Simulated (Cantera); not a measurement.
Cantera run, input and output.

```python
import numpy as np
import cantera as ct

gas = ct.Solution("gri30.yaml")
gas.TPX = 1150, 42000, {'H2': 1, 'O2': 0.725, 'N2': 2.72}
reactor = ct.IdealGasReactor(gas, energy="on", clone=False)
net = ct.ReactorNet([reactor])
net.rtol, net.atol = 1e-08, 1e-16
show = ['H2', 'O2', 'NO2', 'NO', 'H', 'O']
times = np.geomspace(1e-06, 2, 13)

steps = ct.SolutionArray(gas, extra=["t"])
rows = []
print(f"{'t/s':>10s}{'T/K':>9s}{'P/Pa':>11s}" + "".join(f"{s:>11s}" for s in show))
for t in times:
    while net.time < t:
        t_next = net.step()
        steps.append(gas.state, t=t_next)
    rows.append([np.interp(t, steps.t, y) for y in (steps.T, steps.P, *steps(*show).X.T)])
    print(f"{t:10.3e}{rows[-1][0]:9.1f}{rows[-1][1]:11.4g}" + "".join(f"{x:11.3e}" for x in rows[-1][2:]))
rate = np.gradient(steps.T, steps.t)
print("integrator steps:", len(steps.t))
if steps.T.max() > steps.T[0] + 200:
    print(f"time of steepest temperature rise: {steps.t[rate.argmax()]:.4e} s")
gas.TPX = 1150, 42000, {'H2': 1, 'O2': 0.725, 'N2': 2.72}
gas.equilibrate("UV")
print(f"equilibrium (UV): T = {gas.T:.1f} K  " + "  ".join(f"{s} {gas[s].X[0]:.3e}" for s in show))
```

Output:

```
       t/s      T/K       P/Pa         H2         O2        NO2         NO          H          O
 1.000e-06   1150.0    4.2e+04  2.250e-01  1.631e-01  9.869e-33  8.050e-24  3.856e-10  1.624e-11
 3.350e-06   1150.0    4.2e+04  2.250e-01  1.631e-01  3.377e-30  2.918e-22  1.368e-09  1.384e-10
 1.122e-05   1150.0    4.2e+04  2.250e-01  1.631e-01  1.373e-27  1.097e-20  7.559e-09  1.160e-09
 3.761e-05   1150.0    4.2e+04  2.250e-01  1.631e-01  7.145e-24  4.449e-18  2.766e-07  4.613e-08
 1.260e-04   1226.3  4.466e+04  1.780e-01  1.430e-01  3.775e-12  5.065e-08  2.419e-02  4.318e-03
 4.221e-04   2688.9  8.948e+04  1.565e-02  5.310e-02  2.606e-07  7.940e-04  8.286e-03  9.634e-03
 1.414e-03   2702.6  8.979e+04  1.491e-02  5.118e-02  1.705e-06  4.997e-03  7.467e-03  8.787e-03
 4.738e-03   2694.6  8.946e+04  1.491e-02  4.823e-02  3.948e-06  1.185e-02  7.245e-03  8.247e-03
 1.587e-02   2692.3  8.936e+04  1.491e-02  4.740e-02  4.562e-06  1.378e-02  7.182e-03  8.097e-03
 5.318e-02   2692.3  8.936e+04  1.491e-02  4.740e-02  4.565e-06  1.379e-02  7.182e-03  8.096e-03
 1.782e-01   2692.3  8.936e+04  1.491e-02  4.740e-02  4.565e-06  1.379e-02  7.182e-03  8.096e-03
 5.970e-01   2692.3  8.936e+04  1.491e-02  4.740e-02  4.565e-06  1.379e-02  7.182e-03  8.096e-03
 2.000e+00   2692.3  8.936e+04  1.491e-02  4.740e-02  4.565e-06  1.379e-02  7.182e-03  8.096e-03
integrator steps: 1307
time of steepest temperature rise: 1.3590e-04 s
equilibrium (UV): T = 2692.3 K  H2 1.491e-02  O2 4.740e-02  NO2 4.565e-06  NO 1.379e-02  H 7.182e-03  O 8.096e-03
```

Detailed kinetics in Cantera: GRI-Mech 3.0 (53 species, 325 reactions).
